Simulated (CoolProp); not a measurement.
Vapour-liquid equilibrium of n-octane (1) + o-xylene (2) at 0.575 MPa; x and y are mole fractions of (1).

Values from CoolProp's multi-fluid Helmholtz-energy mixture model, Beckmüller 2019 and Zhou 2012; pair parameters Bell 2016.

```csv
x,"bubble temperature, mixture model (°C)","bubble temperature, Raoult's law (°C)","y, mixture model","y, Raoult's law"
0.05,223.0,223.2,0.071,0.073
0.15,220.1,220.6,0.203,0.208
0.25,217.5,218.1,0.322,0.332
0.35,215.0,215.7,0.432,0.446
0.45,212.7,213.4,0.533,0.551
0.55,210.6,211.2,0.628,0.648
0.65,208.6,209.1,0.717,0.737
0.75,206.6,207.0,0.802,0.819
0.85,204.8,205.1,0.883,0.896
0.95,203.1,203.2,0.962,0.966
```

The largest gap from Raoult's law is -0.7 K in bubble temperature, at x = 0.35. No azeotrope shows between x = 0.05 and 0.95.

Pair parameters are fitted to limited data, so mixtures are less certain than the pure fluids.
